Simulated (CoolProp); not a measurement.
Saturation properties of dodecamethylcyclohexasiloxane (D6).

The numbers come from the reference Helmholtz-energy equation of state, Colonna 2008 in CoolProp. It is a short technical equation, of lower accuracy than the large ones.

```
T (K)  p (MPa)  liquid cp (kJ/(kg K))  surface tension (mN/m)
-----  -------  ---------------------  ----------------------
474    0.03386                  1.931                    6.18
491.2  0.05349                  1.968                    5.23
508.4  0.08125                  2.005                    4.33
525.5   0.1191                  2.045                    3.50
542.7   0.1699                  2.088                    2.74
559.9   0.2365                  2.136                    2.05
577     0.3219                  2.194                    1.44
594.2   0.4311                  2.270                   0.909
611.4   0.5692                  2.386                   0.476
```

It boils at 518.1 K under 1 atm.

Surface tension comes from a separate correlation (Mulero 2014).
